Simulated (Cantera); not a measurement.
A jet of CH4 : O2 : N2 = 0.017 : 0.098 : 0.79 (molar parts) at 300 K and 0.0967 atm hits a platinum plate 4.2 cm away at a mass flux of 0.07 kg/m²/s; the plate temperature is set and raised in steps from an oxygen-covered start.

Detailed kinetics in Cantera: Deutschmann's 1995 Pt surface mechanism with GRI-Mech 3.0 gas chemistry. Catalytic surfaces can have several steady states; this one follows from the mechanism file's or the stated starting coverage.

x: mole fraction at the wall; θ: surface coverage.

| plate T (K) | wall x CH4 | wall x O2 | wall x H2O | wall x OH | wall x CO | wall x CO2 | θ free Pt | θ O* |
|---|---|---|---|---|---|---|---|---|
| 850 | 0.0155 | 0.101 | 0.00623 | <1e-8 | 4.14e-6 | 0.00406 | 0.140 | 0.859 |
| 900 | 0.0127 | 0.0952 | 0.0115 | 2.12e-8 | 4.84e-6 | 0.00748 | 0.203 | 0.796 |
| 950 | 0.00981 | 0.0892 | 0.0167 | 6.87e-8 | 5.20e-6 | 0.0109 | 0.271 | 0.728 |
| 1000 | 0.00748 | 0.0843 | 0.0210 | 1.89e-7 | 5.37e-6 | 0.0138 | 0.342 | 0.657 |
| 1050 | 0.00577 | 0.0807 | 0.0241 | 4.62e-7 | 5.52e-6 | 0.0158 | 0.412 | 0.587 |
| 1100 | 0.00456 | 0.0782 | 0.0263 | 1.01e-6 | 5.75e-6 | 0.0173 | 0.480 | 0.519 |
| 1150 | … | 0.0764 | 0.0278 | … | 6.11e-6 | 0.0183 | … | … |
| 1200 | … | 0.0752 | 0.0288 | … | … | 0.0190 | … | … |

Question: Fill in the missing entries.

Answer: 
- 1150, wall x CH4: 0.00370
- 1150, wall x OH: 2.04e-6
- 1150, θ free Pt: 0.545
- 1150, θ O*: 0.455
- 1200, wall x CH4: 0.00309
- 1200, wall x OH: 3.83e-6
- 1200, wall x CO: 6.65e-6
- 1200, θ free Pt: 0.605
- 1200, θ O*: 0.394
